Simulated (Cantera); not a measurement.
Charge: 1 mol Si, 2.8 mol F₂, 2.7 mol N₂, held at 4.80 Torr.

Method: chemical equilibrium by Gibbs-energy minimisation in Cantera with the NASA 1993 tables (ideal gas, pure condensed phases). Candidate condensed phases: Si, Si₃N₄; 16 gas species. Kinetics and transport are ignored.

log p: log10 of the partial pressure in bar; nothing condenses.

```tsv
T (K)	log p N₂	log p SiF₄	log p F₂	log p NF₃	log p F
450	-2.41	-2.79	-6.57	-3.07	-9.48
475	-2.41	-2.79	-6.04	-3.07	-8.72
500	-2.41	-2.79	-5.55	-3.07	-8.04
525	-2.41	-2.79	-5.11	-3.07	-7.42
550	-2.41	-2.79	-4.72	-3.07	-6.85
575	-2.41	-2.79	-4.36	-3.08	-6.34
600	-2.41	-2.80	-4.04	-3.10	-5.87
625	-2.41	-2.80	-3.76	-3.14	-5.45
650	-2.41	-2.81	[?]	[?]	[?]
675	-2.41	-2.82	-3.33	-3.30	-4.73
700	-2.41	-2.83	[?]	[?]	[?]
725	-2.42	-2.83	-3.09	-3.66	-4.18
750	-2.42	-2.84	-3.04	-3.90	-3.96
775	-2.42	-2.85	-3.02	-4.16	-3.76
```

**Question.** Complete the blanks.

**Answer.** 
- 650, log p F₂: -3.52
- 650, log p NF₃: -3.20
- 650, log p F: -5.07
- 700, log p F₂: -3.19
- 700, log p NF₃: -3.46
- 700, log p F: -4.43
